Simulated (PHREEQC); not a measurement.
Make-up at 46 °C: 0.059 mol HF, 0.00019 mol KF and 0.051 mol H2SO4 per kg of water. Closed to the air; pH follows from the charge balance.

All values are PHREEQC results (ion-association model, phreeqc.dat), not measurements.

This is a speciation only: nothing precipitates in the calculation.

Task: Predict the pH.

Result: pH 1.29.

Task: In which forms is K present?

Result: K+ 96 %, KSO4- 3.7 % of the K.

Constants without temperature data keep their 25 °C values here.
